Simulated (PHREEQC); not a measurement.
## Reverse-osmosis permeate

Model water analysis in mmol/kgw, 35 °C, pH 6.51, pe 12.3: Na 0.145; K 0.00707; Ca 0.0165; Mg 0.109; Cl 0.115; S(6) 0.0577; Alkalinity (meq/kgw) 0.157; Cd 0.000195; Ba 0.0027.

Valence states are taken as typed.

Equilibrium calculation in PHREEQC: ion-association model, phreeqc.dat.

Precipitation was switched off in this run.

Question: Estimate the charge-balance error.

Answer: charge-balance error 2.7 %.

Question: In which forms is C present?

Answer: HCO3- 62 %, CO2 38 % of the C.

Complexes and solids missing from the database can't appear.
